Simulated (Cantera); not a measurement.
Input (Python, Cantera) and output of one run.

```python
import numpy as np
import cantera as ct

gas_names = """
    O2 CO
""".split()
cond_names = """
    Ta(cr) TaC(s) Ta2O5(s)
""".split()


def load(file, names, dense=False):
    # The tables refer to 1 bar. Condensed volumes are neglected.
    table = {s.name: s for s in ct.Species.list_from_file(file)}
    out = []
    for n in names:
        d = dict(table[n].input_data)
        d["thermo"] = dict(d["thermo"], **{"reference-pressure": 1e5})
        if dense:
            d["equation-of-state"] = {"model": "constant-volume", "density": "1e6 g/cm^3"}
        out.append(ct.Species.from_dict(d))
    return out


species = {s.name: s for s in load("nasa_gas.yaml", gas_names) + load("nasa_condensed.yaml", cond_names)}
T = 850
g = {n: (s.thermo.h(T) - T * s.thermo.s(T)) / (ct.gas_constant * T * np.log(10)) for n, s in species.items()}
valid = cond_names  # the entries whose range holds T


def stable(la, lb):
    # potentials (over RT ln 10) of the two non-metals from log10 p(O2) and log10 p(CO) in bar
    mu = {}
    mu["O"] = (g["O2"] + la) / 2
    mu["C"] = (g["CO"] + lb - 1 * mu["O"]) / 1
    cost = {}
    for n in valid:
        c = species[n].composition
        cost[n] = (g[n] - sum(c.get(e, 0) * m for e, m in mu.items())) / c["Ta"]
    return min(cost, key=cost.get)


results = []
for lb in [0, -1.5, -3.1, -4.6, -6.2, -7.7, -9.3, -10.8, -12.4, -13.9, -15.5, -17]:
    row = [stable(la, lb) for la in [-47, -43.3, -39.6, -35.9, -32.2, -28.5, -24.8, -21.2, -17.5, -13.8, -10.1, -6.4, -2.7, 1]]
    results.append(row)
    print(f"{lb:6.1f}  " + " ".join(f"{valid.index(n):x}" for n in row))
print("key: " + ", ".join(f"{i:x} {n}" for i, n in enumerate(valid)))
```

Result:

```
   0.0  1 1 1 1 1 2 2 2 2 2 2 2 2 2
  -1.5  1 1 1 1 1 2 2 2 2 2 2 2 2 2
  -3.1  1 1 1 1 2 2 2 2 2 2 2 2 2 2
  -4.6  1 1 1 1 2 2 2 2 2 2 2 2 2 2
  -6.2  1 1 1 1 2 2 2 2 2 2 2 2 2 2
  -7.7  1 1 1 1 2 2 2 2 2 2 2 2 2 2
  -9.3  1 1 1 2 2 2 2 2 2 2 2 2 2 2
 -10.8  1 1 1 2 2 2 2 2 2 2 2 2 2 2
 -12.4  1 1 1 2 2 2 2 2 2 2 2 2 2 2
 -13.9  1 1 1 2 2 2 2 2 2 2 2 2 2 2
 -15.5  1 1 2 2 2 2 2 2 2 2 2 2 2 2
 -17.0  1 1 2 2 2 2 2 2 2 2 2 2 2 2
key: 0 Ta(cr), 1 TaC(s), 2 Ta2O5(s)
```

Source: NASA polynomial tables (part measured, part estimated), evaluated in Cantera. TaC: taken at fixed stoichiometry. Not in the tables: Ta2C. Part of the grid cannot be reached: there another gas would pass 10 bar, or a non-metal would condense.
